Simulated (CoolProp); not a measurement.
Vapour-liquid equilibrium of toluene (1) + n-dodecane (2) at 461.6 K; x and y are mole fractions of (1).

Values from CoolProp's multi-fluid Helmholtz-energy mixture model, Lemmon 2006 and Lemmon 2004; pair parameters Bell 2016.

Give the bubble pressure and the first vapour's composition at x = 0.35, 0.575, 0.8. Is there an azeotrope?

x = 0.35: 0.2169 MPa, y = 0.839; x = 0.575: 0.3453 MPa, y = 0.930; x = 0.8: 0.4806 MPa, y = 0.975. No azeotrope shows between x = 0.05 and 0.95.

The pair parameters rest on a limited set of measurements; away from them the model extrapolates.
